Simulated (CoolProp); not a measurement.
Saturation properties of chlorine.

Computed with CoolProp (reference Helmholtz-energy equation of state, Thol 2021).

```tsv
T (K)	p (bar)	liquid density (kg/m³)	vapour density (kg/m³)	enthalpy of vaporisation (kJ/kg)	liquid cp (kJ/(kg K))
333.4	18.14	1275	57.21	216.4	1.074
336.7	19.45	1263	61.44	213.0	1.085
340	20.84	1251	65.94	209.5	1.097
343.3	22.29	1238	70.72	205.8	1.110
346.7	23.85	1225	75.95	202.0	1.124
350	25.44	1212	81.34	198.2	1.140
353.3	27.11	1199	87.08	194.2	1.157
356.6	28.85	1185	93.18	190.1	1.175
359.9	30.67	1171	99.68	185.9	1.196
363.3	32.62	1156	106.8	181.3	1.219
```

It boils at 239.2 K under 1 atm.
